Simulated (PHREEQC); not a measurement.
Make-up at 25 °C: 89 mmol/kgw NaH2PO4, 0.16 mmol/kgw HF and 0.37 mmol/kgw NiSO4. Closed to the air; pH follows from the charge balance.

Model: ion-association model, wateq4f.dat, run in PHREEQC.

No solid was allowed to form.

Question: Order these S species by the share of S that they hold, largest first: NaSO4-, SO4-2, HSO4-, NiSO4.

Answer: SO4-2 (85 %), NaSO4- (14 %), NiSO4 (0.87 %), HSO4- (0.16 %)

Question: Order these F species by the share of F that they hold, largest first: NaF, NiF+, F-, HF.

Answer: F- (93 %), HF (4.2 %), NaF (2.8 %), NiF+ (0.25 %)

The pH is 4.40 and the ionic strength 0.0907 mol/kgw. Complexes and solids missing from the database can't appear. H3PO4, which wateq4f.dat lacks, is added to it with the constant of phreeqc.dat. The database has no phosphate complexes of Ni.
